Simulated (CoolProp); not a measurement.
Vapour-liquid equilibrium of CF4 (R14) (1) + R13 (2) at 171.2 K; x and y are mole fractions of (1).

The numbers come from the multi-fluid Helmholtz-energy mixture model, Platzer 1990 and Platzer 1990; pair parameters Bell 2016 in CoolProp. This equation is an older, rougher fit; its heat capacities, sound speeds and derivatives of the liquid may be far off and weren't checked against measurements.

Give the bubble pressure and the first vapour's composition at x = 0.15, 0.55, 0.95. Is there an azeotrope?

x = 0.15: 0.1167 MPa, y = 0.777; x = 0.55: 0.2887 MPa, y = 0.941; x = 0.95: 0.4446 MPa, y = 0.994. No azeotrope shows between x = 0.05 and 0.95.

Pair parameters are fitted to limited data, so mixtures are less certain than the pure fluids.
